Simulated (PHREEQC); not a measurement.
Solution (20 °C): 4.7 mmol/kgw NaOH, 1.2 mmol/kgw Na2SiO3 and 5.55 mmol/kgw (CH3)4NCl. Closed to the air; pH follows from the charge balance.

Equilibrium calculation in PHREEQC: ion-association model, phreeqc.dat.

This is a speciation only: nothing precipitates in the calculation.

Q: Order these Si species by the share of Si that they hold, largest first: H4SiO4, H3SiO4-, H2SiO4-2.

A: H3SiO4- (94 %), H2SiO4-2 (4.8 %), H4SiO4 (0.89 %)

The pH is 11.88 and the ionic strength 0.0127 mol/kgw. (CH3)4N+ isn't in the database: it is added as a free cation with an ion size of 4 Å.
